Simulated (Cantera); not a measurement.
A Cantera script and what it prints.

```python
import numpy as np
import cantera as ct

gas_names = [...]  # 151 gases of nasa_gas.yaml made of C, H, N, O, Si
cond_names = """
    C(gr) C6H6(L) C7H8(L) C8H18(L),n-octa H2O(s) H2O(L) Si(cr) Si(L) SiC(b) SiO2(Lqz) SiO2(hqz) SiO2(L)
    Si2N2O(s) Si3N4(a)
""".split()


# ... load() reads the species with a 1 bar reference pressure and builds the phases ...
atoms = {
    'SiO2': {'Si': 1, 'O': 2},
    'CH4': {'C': 1, 'H': 4},
    'N2': {'N': 2},
}
top_T = {'C(gr)': 4500, 'SiC(b)': 3050, 'Si2N2O(s)': 2100, 'Si3N4(a)': 2400}  # K; cautious upper limits of use, not melting points


# ... equilibrate(T, P, feed) seeds the gas with the atoms and calls Mixture.equilibrate('TP', solver="vcs", rtol=1e-11, max_steps=5000) ...
results = []
feed = {'SiO2': 1, 'CH4': 0.66, 'N2': 7.4}  # mol
T = 1748.15  # K
P = 133.322  # Pa
mix = equilibrate(T, P, feed)
results.append((T, P, feed, dict(zip(mix.species_names, mix.species_moles))))
x = sorted(zip(gas.X, gas.species_names), reverse=True)
print(f"T = {T:g} K  P = {P:g} Pa  gas = {mix.phase_moles(0):.4g} mol")
print("   x: " + "  ".join(f"{s} {v:.3e}" for v, s in x if v > 0.001))
print("   condensed (mol): " + ("  ".join(f"{mix.phase(i).name} {mix.phase_moles(i):.4g}"
      for i in range(1, mix.n_phases) if mix.phase_moles(i) > 1e-12) or "none"))
```

It prints:

```
T = 1748.15 K  P = 133.322 Pa  gas = 10.06 mol
   x: N2 7.353e-01  H2 1.289e-01  SiO 6.686e-02  CO 6.542e-02  H 2.250e-03  H2O 1.118e-03
   condensed (mol): SiO2(L) 0.3271
```

Method: chemical equilibrium by Gibbs-energy minimisation in Cantera with the NASA 1993 tables (ideal gas, pure condensed phases). The tables hold silica as quartz up to 1696 K and as liquid above; real silica turns to tridymite and cristobalite and melts near 1996 K.
